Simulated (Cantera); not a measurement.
**Thermodynamics of iron carbonyl, mercury and lead vapours, feed Fe(CO)5 + O2 + N2**

Input: 1 mol Fe(CO)5, 0.7 mol O2, 0.5 mol N2, held at 47.0 Pa.

Cantera equilibrium calculation (NASA polynomials, part measured and part estimated; ideal gas, pure solids and liquids). Candidate condensed phases: C, Fe, Fe(CO)5, FeO, Fe2O3, Fe3O4; 27 gas species. Mutual solubility and eutectic melting of coexisting phases are not modelled. The tables' stoichiometric FeO is somewhat more stable than real wüstite, so its field is too wide. FeO: taken at fixed stoichiometry. Rates play no part.

At 1175 K the condensed part is Fe(α) + FeO(s). From 1225 K to 1525 K the condensed part is Fe(γ) + FeO(s). The main Fe-bearing gas is Fe throughout.

```tsv
T (K)	log p CO	log p CO2	log p N2	log p Fe	n Fe(α)	n FeO(s)	n Fe(γ)
1175	-3.45	-4.14	-4.37	-10.68	0.456	0.544	0
1225	-3.45	-4.15	-4.37	-9.95	0	0.575	0.425
1275	-3.44	-4.17	-4.37	-9.28	0	0.603	0.397
1325	-3.44	-4.18	-4.37	-8.66	0	0.629	0.371
1375	-3.44	-4.19	-4.37	-8.09	0	0.652	0.348
1425	-3.44	-4.21	-4.37	-7.55	0	0.674	0.326
1475	-3.44	-4.22	-4.37	-7.06	0	0.694	0.305
1525	-3.43	-4.23	-4.37	-6.60	0	0.713	0.284
```
log p: log10 of the partial pressure in bar; n: condensed amount in mol.
